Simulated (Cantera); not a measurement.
Mixture: 22.7 % CH3OH, 16.2 % O2, 61.1 % N2, at 23.7 atm, adiabatic and at constant volume. Ignition delay is the time to a rise of 400 K.

Computed with Cantera and GRI-Mech 3.0 (53 species, 325 reactions). GRI-Mech 3.0 was tuned for natural gas; its chemistry of methanol as a main component is partial and can be far from experiment. The pressure lies above the range GRI-Mech 3.0 was tuned for (to about 10 atm).

Q: Predict: delay at 1000 K; delay at 1150 K; delay at 1300 K; delay at 1450 K; delay at 1600 K; apparent activation energy between 1450 and 1600 K.

A: 
| Property | Value |
|---|---|
| delay at 1000 K | 40.9 ms |
| delay at 1150 K | 1.65 ms |
| delay at 1300 K | 0.141 ms |
| delay at 1450 K | 20.5 µs |
| delay at 1600 K | 4.57 µs |
| apparent activation energy between 1450 and 1600 K | 190 kJ/mol |
